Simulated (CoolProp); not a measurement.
Nitrogen along the isobar 13800 kPa: fugacity coefficient from the reference equation and from simpler models built on Tc = -147.0 °C, pc = 3396 kPa, ω = 0.037; each cubic takes its own stable root.

Values from CoolProp's reference Helmholtz-energy equation of state, Span 2000.

```json
[
 {"T (°C)": "-188.75", "phase": "liquid", "reference": "0.02891", "van der Waals": "0.08837", "Redlich-Kwong": "0.02680", "Soave-Redlich-Kwong": "0.02882", "Peng-Robinson": "0.02685"},
 {"T (°C)": "-170.35", "phase": "liquid", "reference": "0.1030", "van der Waals": "0.1818", "Redlich-Kwong": "0.1046", "Soave-Redlich-Kwong": "0.1047", "Peng-Robinson": "0.09617"},
 {"T (°C)": "-151.95", "phase": "liquid", "reference": "0.2287", "van der Waals": "0.2949", "Redlich-Kwong": "0.2358", "Soave-Redlich-Kwong": "0.2351", "Peng-Robinson": "0.2153"},
 {"T (°C)": "-133.45", "phase": "supercritical", "reference": "0.3846", "van der Waals": "0.4142", "Redlich-Kwong": "0.3920", "Soave-Redlich-Kwong": "0.3962", "Peng-Robinson": "0.3636"},
 {"T (°C)": "-115.05", "phase": "supercritical", "reference": "0.5373", "van der Waals": "0.5268", "Redlich-Kwong": "0.5389", "Soave-Redlich-Kwong": "0.5520", "Peng-Robinson": "0.5085"},
 {"T (°C)": "-96.55", "phase": "supercritical", "reference": "0.6653", "van der Waals": "0.6262", "Redlich-Kwong": "0.6598", "Soave-Redlich-Kwong": "0.6817", "Peng-Robinson": "0.6309"},
 {"T (°C)": "-78.15", "phase": "supercritical", "reference": "0.7623", "van der Waals": "0.7081", "Redlich-Kwong": "0.7514", "Soave-Redlich-Kwong": "0.7802", "Peng-Robinson": "0.7261"},
 {"T (°C)": "-59.65", "phase": "supercritical", "reference": "0.8349", "van der Waals": "0.7738", "Redlich-Kwong": "0.8201", "Soave-Redlich-Kwong": "0.8539", "Peng-Robinson": "0.7992"},
 {"T (°C)": "-41.25", "phase": "supercritical", "reference": "0.8887", "van der Waals": "0.8253", "Redlich-Kwong": "0.8713", "Soave-Redlich-Kwong": "0.9085", "Peng-Robinson": "0.8548"},
 {"T (°C)": "-22.75", "phase": "supercritical", "reference": "0.9295", "van der Waals": "0.8660", "Redlich-Kwong": "0.9101", "Soave-Redlich-Kwong": "0.9495", "Peng-Robinson": "0.8978"},
 {"T (°C)": "-4.35", "phase": "supercritical", "reference": "0.9602", "van der Waals": "0.8981", "Redlich-Kwong": "0.9394", "Soave-Redlich-Kwong": "0.9801", "Peng-Robinson": "0.9309"},
 {"T (°C)": "14.05", "phase": "supercritical", "reference": "0.9839", "van der Waals": "0.9237", "Redlich-Kwong": "0.9621", "Soave-Redlich-Kwong": "1.003", "Peng-Robinson": "0.9567"},
 {"T (°C)": "32.55", "phase": "supercritical", "reference": "1.002", "van der Waals": "0.9444", "Redlich-Kwong": "0.9797", "Soave-Redlich-Kwong": "1.021", "Peng-Robinson": "0.9770"}
]
```
